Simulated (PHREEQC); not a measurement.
# Alkaline etch or developer: an equilibrium model

Solution (30 °C): 0.0089 mol LiOH and 0.00094 mol Na2SiO3 per kg of water. Closed to the air; pH follows from the charge balance.

The numbers come from PHREEQC with the ion-association model, phreeqc.dat.

No solid was allowed to form.

Predict the pH.

pH 11.78.

In which forms is Si present?

H3SiO4- 92 %, H2SiO4-2 7.0 %, H4SiO4 0.8 % of the Si.
